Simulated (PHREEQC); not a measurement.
A solution holds 0.031 mol HF, 0.00036 mol ZnSO4 and 0.0061 mol KCl per kg of water, at 30 °C and 500 atm. Closed to the air; pH follows from the charge balance.

The numbers come from PHREEQC with the ion-association model, phreeqc.dat.

Each row changes one thing in this solution. This is a speciation only: nothing precipitates in the calculation.

| case | pH | ionic strength (mol/kgw) | HF (mol/kgw) | F- (mol/kgw) | HF2- (mol/kgw) | SO4-2 (mol/kgw) |
|---|---|---|---|---|---|---|
| as made | 2.33 | 0.0126 | 0.0253 | 0.00484 | 0.000407 | 0.000285 |
| HF from 0.031 to 0.0465 mol/kgw | 2.22 | 0.0140 | 0.0391 | 0.00591 | 0.000766 | 0.000273 |
| KCl left out | 2.33 | 0.00639 | 0.0255 | 0.00472 | 0.000399 | 0.000285 |
| KCl replaced by KNO3 at the same molality | 2.33 | 0.0126 | 0.0253 | 0.00484 | 0.000407 | 0.000285 |
| temperature from 30 to 35 °C | 2.35 | 0.0124 | 0.0255 | 0.00463 | 0.000406 | 0.000280 |
| HF from 0.031 to 0.0031 mol/kgw | 2.92 | 0.00876 | 0.00177 | 0.00131 | 7.71e-6 | 0.000325 |

Under pressure, the constants of complexes without a molar volume in the database are unreliable.
